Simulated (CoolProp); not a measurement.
Vapour-liquid equilibrium of hexamethyldisiloxane (MM) (1) + toluene (2) at 410.4 K; x and y are mole fractions of (1).

The numbers come from the multi-fluid Helmholtz-energy mixture model, Thol 2016 and Lemmon 2006; pair parameters Bell 2016 in CoolProp.

Q: Give the bubble pressure and the first vapour's composition at x = 0.35, 0.55, 0.65. Is there an azeotrope?

A: x = 0.35: 0.2364 MPa, y = 0.421; x = 0.55: 0.2493 MPa, y = 0.604; x = 0.65: 0.2543 MPa, y = 0.689. No azeotrope shows between x = 0.05 and 0.95.

Pair parameters are fitted to limited data, so mixtures are less certain than the pure fluids.
